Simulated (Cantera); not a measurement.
**Thermodynamics of silicon oxide and oxynitride deposition, feed SiF4 + N2O**

A closed system holds: 1 mol SiF4, 4 mol N2O, equilibrated at 1.00 Torr.

These are equilibrium values from Cantera (NASA tables, ideal gas, pure condensed phases), not measurements of a reactor. Candidate condensed phases: Si, SiO2, Si2N2O, Si3N4; 28 gas species. The tables' values for SiF3 are old estimates; treat these amounts as uncertain. The tables hold silica as quartz up to 1696 K and as liquid above; real silica turns to tridymite and cristobalite and melts near 1996 K. Equilibrium is a limit: real reactors are often held back by kinetics, nucleation or transport.

From 1200 K to 1650 K nothing is condensed. From 1725 K to 1800 K the condensed part is SiO2(condensed). The main Si-bearing gas is SiF4 throughout.

```tsv
T (K)	x N2	x O2	x SiF4	x NO	n SiO2(condensed)
1200	0.571	0.286	0.143	0.000194	0
1275	0.571	0.286	0.143	0.000333	0
1350	0.571	0.285	0.143	0.000538	0
1425	0.571	0.285	0.143	0.000825	0
1500	0.571	0.285	0.143	0.00121	0
1575	0.571	0.285	0.143	0.00172	0
1650	0.570	0.284	0.143	0.00236	0
1725	0.570	0.284	0.143	0.00315	0.000107
1800	0.569	0.282	0.142	0.00409	0.000121
```
x: gas mole fraction; n: condensed amount in mol.
